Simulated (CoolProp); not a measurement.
1000 sccm (0 °C, 1 atm) of nitrogen bubbles through liquid n-heptane at 322.7 K and leaves saturated at a total pressure of 0.0865 MPa (ideal gas phase). Each further row changes one setting.

Computed with CoolProp (reference Helmholtz-energy equation of state, Span 2003). It is a short technical equation, of lower accuracy than the large ones.

| case | vapour pressure (kPa) | mole fraction of vapour | delivery (mg/min) | delivery (sccm) | change of delivery for a bath 1 K warmer (%) |
|---|---|---|---|---|---|
| as stated | 18.5 | 0.214 | 1220 | 273 | 5.4 |
| bath temperature 327.7 K | 22.7 | 0.262 | 1590 | 355 | 5.5 |
| total pressure 0.173 MPa | 18.5 | 0.107 | 536 | 120 | 4.7 |
